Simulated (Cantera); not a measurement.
Charge: 1 mol SF₆, 0.78 mol SO₂, at 2675 °C and 45.0 mbar.

Cantera equilibrium calculation (NASA polynomials, part measured and part estimated; ideal gas, pure solids and liquids). Candidate condensed phases: S; 25 gas species. The numbers say what is thermodynamically allowed, not how fast it happens.

Base state: F 0.748, SO 0.101, S 0.0774, O 0.0294, SO₂ 0.0282, S₂ 0.00574, SF 0.00495, O₂ 0.00438 (mole fractions); condensed: gas only.

Problem. What changes in the equilibrium state with this change: SF₆ replaced by CO₂?

Solution. 
```tsv
species	before	after
CO	0	0.302
SO₂	0.0282	0.176
O	0.0294	0.166
F	0.748	0
CO₂	0	0.0876
O₂	0.00438	0.140
S	0.0774	0.0152
SO	0.101	0.112
SF	0.00495	0
SF₂	0.000131	0
SO₃	3.76e-7	1.33e-5
S₂	0.00574	0.000221
```
Further candidate phases: C.

Problem. What changes in the equilibrium state with this change: SO₂ from 0.78 to 0.0064 mol?

Solution. 
```csv
species,before,after
F,0.748,0.865
S,0.0774,0.112
S₂,0.00574,0.0121
SO,0.101,0.00154
SO₂,0.0282,4.51e-6
O,0.0294,0.000309
O₂,0.00438,4.82e-7
S₂O,6.68e-5,1.48e-6
```

Problem. What changes in the equilibrium state with this change: 0.84 mol O₂ added?

Solution. 
| species | before | after |
|---|---|---|
| F | 0.748 | 0.692 |
| SO | 0.101 | 0.101 |
| O | 0.0294 | 0.0749 |
| S | 0.0774 | 0.0303 |
| O₂ | 0.00438 | 0.0283 |
| SO₂ | 0.0282 | 0.0712 |
| S₂ | 0.00574 | 0.000877 |
| SF₂ | 0.000131 | 4.38e-5 |
| SF | 0.00495 | 0.00179 |
| S₂O | 6.68e-5 | 2.60e-5 |
